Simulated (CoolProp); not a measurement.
Model: reference Helmholtz-energy equation of state, Thol 2015, in CoolProp.

For octamethylcyclotetrasiloxane (D4), give the phase and the cv (kJ/(kg K)) at 346.85 °C and 0.11 MPa; 346.85 °C and 6.74 MPa.


- 346.85 °C and 0.11 MPa: gas; cv 2.01
- 346.85 °C and 6.74 MPa: supercritical; cv 2.06
